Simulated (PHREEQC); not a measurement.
## Alkaline etch or developer (model solution)

Solution (25 °C): 0.0011 mol/kgw NH3, 0.00096 mol/kgw CO2 and 0.029 mol/kgw Na2CO3. Closed to the air; pH follows from the charge balance.

The numbers come from PHREEQC with the ion-association model, phreeqc.dat.

Each row changes one thing in this solution. No solid was allowed to form.

```tsv
case	pH	ionic strength (mol/kgw)	Na+ (mol/kgw)	CO3-2 (mol/kgw)	NaCO3- (mol/kgw)	HCO3- (mol/kgw)
as made	10.89	0.0695	0.0502	0.0193	0.00779	0.00283
CO2 from 0.00096 to 0.00144 mol/kgw	10.78	0.0693	0.0502	0.0191	0.00772	0.00356
diluted 5-fold with water	10.78	0.0154	0.0110	0.00436	?	0.00107
diluted 10-fold with water	10.68	0.00777	0.00564	0.00212	0.000156	0.000719
Na2CO3 from 0.029 to 0.058 mol/kgw	11.02	0.129	0.0944	0.0341	0.0215	0.00322
0.035 mol/kgw NH4HSO4 added	6.83	0.115	?	1.57e-5	5.96e-6	0.0235
NH3 from 0.0011 to 0.00099 mol/kgw	10.89	0.0695	0.0502	0.0193	0.00779	0.00283
```

Q: Some entries are withheld; supply them.

A: 
- diluted 5-fold with water, NaCO3- (mol/kgw): 0.000557
- 0.035 mol/kgw NH4HSO4 added, Na+ (mol/kgw): 0.0548

Carbamate, which ammonia and carbonate form, is missing from the database.
